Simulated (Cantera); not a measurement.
**Hydrocarbon pyrolysis for carbon deposition**

An isothermal, constant-pressure homogeneous reactor starts with 0.990 % CH4, 99.0 % N2, at 1500 K and 3.00 Torr.

Cantera simulation using GRI-Mech 3.0 (53 species, 325 reactions); the numbers are that mechanism's predictions, not measurements. GRI-Mech 3.0 stops at C3 and has no aromatics, soot or wall deposition, so with more carbon than oxygen in the feed, carbon stays in small species such as C2H2 where larger ones or solid carbon would form. Radical loss at walls, strong at low pressure, is not modelled.

```
t (s)       x CH4     x CH2    x C2H2       x H     x CH3
--------  -------  --------  --------  --------  --------
9.00e-6   0.00990    <1e-12    <1e-12  1.17e-10  1.17e-10
4.90e-5   0.00990    <1e-12    <1e-12  6.25e-10  6.49e-10
0.000267  0.00990    <1e-12    <1e-12   3.14e-9   3.81e-9
0.00146   0.00990    <1e-12    <1e-12   1.14e-8   2.65e-8
0.00794   0.00990    <1e-12    <1e-12   1.68e-8   1.89e-7
0.0433    0.00990  7.23e-12    <1e-12   1.69e-8   1.11e-6
0.236     0.00989  1.64e-10  7.44e-10   1.82e-8   6.10e-6
1.28      0.00986   4.10e-9   6.46e-7   5.86e-8   3.29e-5
7.00      0.00847   5.15e-8  0.000366   1.81e-6  0.000119
```
x: mole fraction; the columns are a selection and need not sum to one.

Equilibrium at this temperature and pressure: CH4 1.12e-7, CH2 1.01e-11, C2H2 0.000348, H 3.40e-5, CH3 5.26e-9 (gas phase only).
